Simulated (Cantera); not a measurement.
A Cantera script and its output.

```python
import numpy as np
import cantera as ct

gas = ct.Solution("gri30.yaml")
gas.TPX = 2625, 2666, {'CH4': 0.0071, 'H2': 1, 'O2': 0.016}
reactor = ct.IdealGasConstPressureReactor(gas, energy="off", clone=False)
net = ct.ReactorNet([reactor])
net.rtol, net.atol = 1e-08, 1e-18
show = ['CH4', 'H2', 'O2', 'HO2', 'CH3']
times = np.geomspace(0.0001, 1, 13)

steps = ct.SolutionArray(gas, extra=["t"])
rows = []
print(f"{'t/s':>10s}{'T/K':>9s}{'P/Pa':>11s}" + "".join(f"{s:>11s}" for s in show))
for t in times:
    while net.time < t:
        t_next = net.step()
        steps.append(gas.state, t=t_next)
    rows.append([np.interp(t, steps.t, y) for y in (steps.T, steps.P, *steps(*show).X.T)])
    print(f"{t:10.3e}{rows[-1][0]:9.1f}{rows[-1][1]:11.4g}" + "".join(f"{x:11.3e}" for x in rows[-1][2:]))
rate = np.gradient(steps.T, steps.t)
print("integrator steps:", len(steps.t))
if steps.T.max() > steps.T[0] + 200:
    print(f"time of steepest temperature rise: {steps.t[rate.argmax()]:.4e} s")
gas.TPX = 2625, 2666, {'CH4': 0.0071, 'H2': 1, 'O2': 0.016}
gas.equilibrate("TP")
print(f"equilibrium (TP): T = {gas.T:.1f} K  " + "  ".join(f"{s} {gas[s].X[0]:.3e}" for s in show))
```

It prints:

```
       t/s      T/K       P/Pa        CH4         H2         O2        HO2        CH3
 1.000e-04   2625.0       2666  5.767e-03  9.632e-01  1.178e-02  1.583e-05  1.093e-03
 2.154e-04   2625.0       2666  4.001e-03  9.343e-01  2.378e-03  1.418e-06  2.273e-03
 4.642e-04   2625.0       2666  2.741e-03  9.253e-01  7.608e-06  3.895e-09  1.977e-03
 1.000e-03   2625.0       2666  1.509e-03  9.223e-01  1.193e-07  1.670e-10  1.219e-03
 2.154e-03   2625.0       2666  6.231e-04  9.183e-01  1.441e-07  1.831e-10  5.706e-04
 4.642e-03   2625.0       2666  2.557e-04  9.130e-01  1.693e-07  1.937e-10  2.680e-04
 1.000e-02   2625.0       2666  9.182e-05  9.049e-01  2.025e-07  2.021e-10  1.139e-04
 2.154e-02   2625.0       2666  3.234e-06  8.900e-01  2.949e-07  2.408e-10  5.077e-06
 4.642e-02   2625.0       2666  6.699e-12  8.608e-01  5.807e-07  3.497e-10  1.487e-11
 1.000e-01   2625.0       2666  1.108e-12  8.146e-01  1.281e-06  5.315e-10  3.704e-12
 2.154e-01   2625.0       2666  3.197e-13  7.674e-01  2.376e-06  7.274e-10  1.479e-12
 4.642e-01   2625.0       2666  2.002e-13  7.476e-01  2.967e-06  8.118e-10  1.044e-12
 1.000e+00   2625.0       2666  1.930e-13  7.460e-01  3.019e-06  8.187e-10  1.015e-12
integrator steps: 1850
equilibrium (TP): T = 2625.0 K  CH4 2.016e-13  H2 7.460e-01  O2 3.019e-06  HO2 8.187e-10  CH3 1.061e-12
```

Model: GRI-Mech 3.0 (53 species, 325 reactions), integrated in Cantera. Radical loss at walls, strong at low pressure, is not modelled.
